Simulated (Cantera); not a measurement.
A perfectly stirred reactor is fed with 3.02 % C₃H₈, 20.4 % O₂, 76.6 % N₂, equivalence ratio 0.74, at 760 Torr; it is adiabatic with a 550 K inlet, and is followed from long to short residence time, starting on the burning branch (τ in s: 0.2, 0.074, 0.027, 0.01, 0.0037, 0.0014, 0.0005, 0.00018, 6.7e-05, 2.5e-05).

Detailed kinetics in Cantera: GRI-Mech 3.0 (53 species, 325 reactions). GRI-Mech 3.0 was tuned for natural gas; its chemistry of propane as a main component is partial and can be far from experiment.

Problem. Predict: blow-out, bracketed by the residence times tried; x(C₃H₈) at τ = 0.200 s; x(O₂) at τ = 0.200 s; x(CH₂O) at τ = 0.200 s; x(CO) at τ = 0.200 s; x(H) at τ = 0.200 s; x(C₃H₈) at τ = 1.40 ms; x(O₂) at τ = 1.40 ms; x(CH₂O) at τ = 1.40 ms; x(CO) at τ = 1.40 ms; x(H) at τ = 1.40 ms.

Solution. 
```
Item                                                                          Result
------------------------------------------------  ----------------------------------
blow-out, bracketed by the residence times tried  burning at 67.0 µs, out at 25.0 µs
x(C₃H₈) at τ = 0.200 s                                                       1.20e-7
x(O₂) at τ = 0.200 s                                                          0.0509
x(CH₂O) at τ = 0.200 s                                                       1.82e-7
x(CO) at τ = 0.200 s                                                         0.00169
x(H) at τ = 0.200 s                                                          9.38e-5
x(C₃H₈) at τ = 1.40 ms                                                       6.94e-6
x(O₂) at τ = 1.40 ms                                                          0.0556
x(CH₂O) at τ = 1.40 ms                                                       1.04e-5
x(CO) at τ = 1.40 ms                                                          0.0118
x(H) at τ = 1.40 ms                                                          0.00205
```
